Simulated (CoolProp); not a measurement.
The fluid at 464.47 K and 13.9 MPa is throttled through a valve to 5.09 MPa with no heat exchange. The same conditions are run with several fluids, on thermodynamics alone (safety and materials aside).

Computed with CoolProp (reference Helmholtz-energy equation of state of each fluid (R407C: Lemmon 2003; isobutane: Bücker 2006; R123: Younglove 1994; isobutene: Lemmon 2005; R152A: Outcalt 1996)). Blends and air are pseudo-pure fits.

```csv
fluid,temperature change (K),final phase,final density (kg/m³)
R407C,-41.1,supercritical,164
isobutane,-28.0,supercritical,189
R123,-7.9,liquid,906
isobutene,-28.7,supercritical,215
R152A,-50.5,supercritical,167
```
